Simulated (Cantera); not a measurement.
**B + O2 + H2 + NH3 + Cl2 (boron, boron nitride and boron oxide)**

A closed system holds: 1 mol B, 0.45 mol O2, 12 mol H2, 2.3 mol NH3, 0.34 mol Cl2, at 1.33 mbar.

Cantera equilibrium calculation (NASA polynomials, part measured and part estimated; ideal gas, pure solids and liquids). Candidate condensed phases: B, BN, B2O3, B3O3H3, H2O, NH4Cl; 49 gas species. Mutual solubility and eutectic melting of coexisting phases are not modelled. The tables' values for BCl, BOCl, BH2, BCl2 are old estimates; treat these amounts as uncertain. The numbers say what is thermodynamically allowed, not how fast it happens.

At 1448 K the condensed part is BN(s) + B2O3(l). From 1523 K to 1898 K the condensed part is BN(s). From 1973 K to 2123 K nothing is condensed. The main B-bearing gas is B2O3 at 1448 K and BO at 2123 K.

```tsv
T (K)	log p H2	log p H	log p N2	log p HCl	log p HBO	log p BO	n BN(s)	n B2O3(l)
1448	-2.93	-6.50	-4.12	-4.28	-4.96	-7.08	0.386	0.0689
1523	-2.94	-6.10	-4.11	-4.29	-4.66	-6.42	0.307	0
1598	-2.94	-5.74	-4.09	-4.29	-4.48	-5.93	0.214	0
1673	-2.94	-5.42	-4.08	-4.30	-4.39	-5.55	0.144	0
1748	-2.95	-5.11	-4.08	-4.31	-4.36	-5.25	0.106	0
1823	-2.95	-4.84	-4.07	-4.33	-4.36	-5.01	0.0724	0
1898	-2.96	-4.58	-4.06	-4.38	-4.39	-4.81	0.00287	0
1973	-2.96	-4.35	-4.07	-4.39	-4.44	-4.65	0	0
2048	-2.97	-4.14	-4.07	-4.40	-4.51	-4.53	0	0
2123	-2.99	-3.94	-4.08	-4.42	-4.60	-4.44	0	0
```
log p: log10 of the partial pressure in bar; n: condensed amount in mol.
